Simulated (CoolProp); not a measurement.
A simple Rankine cycle with c-C4F8 (RC318): condensing at 332.15 K, boiler at 2.33 MPa, turbine inlet 381.6 K, turbine efficiency 0.85, pump efficiency 0.8, no recuperator. Each further row changes one setting.

Values from CoolProp's reference Helmholtz-energy equation of state, Platzer 1990. This equation is an older, rougher fit; its heat capacities, sound speeds and derivatives of the liquid may be far off and weren't checked against measurements.

| case | thermal efficiency (%) | net work (kJ/kg) | heat in (kJ/kg) | turbine exit temperature (K) | volume ratio over the turbine |
|---|---|---|---|---|---|
| as stated | 7.4 | 8.04 | 109 | 347.7 | 4.05 |
| turbine inlet 401.6 K | 7.3 | 9.91 | 136 | 374.4 | 3.41 |
| condensing temperature 324.15 K | 8.5 | 10.1 | 119 | 343.3 | 5.08 |
| boiler pressure 1.63 MPa | 5.3 | 6.57 | 124 | 364.7 | 2.22 |
| turbine efficiency 0.75 | 6.3 | 6.93 | 109 | 348.9 | 4.07 |
